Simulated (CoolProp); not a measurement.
Values from CoolProp's reference Helmholtz-energy equation of state, Lemmon 2006. It is a short technical equation, of lower accuracy than the large ones.

Q: Give the vapour pressure (MPa), liquid density (kg/m³), liquid viscosity (µPa s), liquid conductivity (mW/(m K)) of saturated C3F8 (R218) at 256.9, 261.2 K.

A: 
```
T (K)  p (MPa)  liquid density (kg/m³)  liquid viscosity (µPa s)  liquid conductivity (mW/(m K))
-----  -------  ----------------------  ------------------------  ------------------------------
256.9    0.236                    1530                       314                            56.4
261.2    0.276                    1510                       294                            55.2
```

Viscosity comes from a separate model (Huber 2003), an estimate that may be off by 10 % or more. Thermal conductivity comes from a separate model (Huber 2003), an estimate that may be off by 10 % or more.
